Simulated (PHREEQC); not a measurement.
Dissolve 0.0037 mol/kgw CuCl2, 0.0021 mol/kgw HNO3 and 0.036 mol/kgw Na2SO4 at 25 °C and 500 atm. Closed to the air; pH follows from the charge balance.

Computed with PHREEQC (ion-association model, phreeqc.dat).

Each row changes one thing in this solution. Precipitation was switched off in this run.

| case | pH | ionic strength (mol/kgw) | SO4-2 (mol/kgw) | Cu+2 (mol/kgw) | CuSO4 (mol/kgw) | HSO4- (mol/kgw) |
|---|---|---|---|---|---|---|
| as made | 2.98 | 0.106 | 0.0300 | 0.00233 | 0.00135 | 0.000848 |
| Na2SO4 from 0.036 to 0.072 mol/kgw | 3.09 | ? | 0.0578 | 0.00211 | 0.00158 | 0.00109 |
| temperature from 25 to 60 °C | 3.18 | 0.103 | 0.0286 | 0.00220 | 0.00143 | 0.00129 |
| temperature from 25 to 70 °C | 3.25 | 0.103 | 0.0283 | 0.00217 | 0.00142 | 0.00142 |
| Na2SO4 from 0.036 to 0.0324 mol/kgw | 2.97 | ? | 0.0271 | 0.00237 | 0.00131 | 0.000810 |
| Na2SO4 replaced by MgSO4 at the same molality | 2.93 | ? | 0.0206 | 0.00259 | 0.00109 | 0.000680 |

### Question
What belongs in the gaps?

### Answer

- Na2SO4 from 0.036 to 0.072 mol/kgw, ionic strength (mol/kgw): 0.198
- Na2SO4 from 0.036 to 0.0324 mol/kgw, ionic strength (mol/kgw): 0.0970
- Na2SO4 replaced by MgSO4 at the same molality, ionic strength (mol/kgw): 0.0971

Under pressure, the constants of complexes without a molar volume in the database are unreliable. At this temperature some constants are extrapolated from 25 °C, and those without enthalpy data are left unchanged.
